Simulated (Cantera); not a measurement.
An adiabatic, constant-volume homogeneous reactor starts with 7.74 % CH3OH, 18.4 % O2, 69.3 % N2, 4.57 % CO2, equivalence ratio 0.63, at 1798 K and 0.270 bar.

Computed with Cantera and GRI-Mech 3.0 (53 species, 325 reactions). GRI-Mech 3.0 was tuned for natural gas; its chemistry of methanol as a main component is partial and can be far from experiment.

Question: Predict: time of steepest temperature rise; temperature at 2.00 s; equilibrium temperature; x(O2) at 2.00 s; x(CO2) at 2.00 s; x(H2) at 2.00 s; x(NO) at 2.00 s.

Answer: 
* **time of steepest temperature rise**: 95.0 µs
* **temperature at 2.00 s**: 2652 K
* **equilibrium temperature**: 2652 K
* **x(O2) at 2.00 s**: 0.0677 (gas-phase equilibrium 0.0677)
* **x(CO2) at 2.00 s**: 0.0778 (gas-phase equilibrium 0.0778)
* **x(H2) at 2.00 s**: 0.00842 (gas-phase equilibrium 0.00842)
* **x(NO) at 2.00 s**: 0.0151 (gas-phase equilibrium 0.0151)
